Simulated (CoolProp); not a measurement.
Values from CoolProp's reference Helmholtz-energy equation of state, Thol 2016.

**Question.** Give the vapour pressure (bar), liquid density (kg/m³), enthalpy of vaporisation (kJ/kg), liquid cp (kJ/(kg K)) of saturated R1234ze(E) at 10.55 °C.

**Answer.** 
```csv
T (°C),p (bar),liquid density (kg/m³),enthalpy of vaporisation (kJ/kg),liquid cp (kJ/(kg K))
10.55,3.14,1210,177,1.34
```
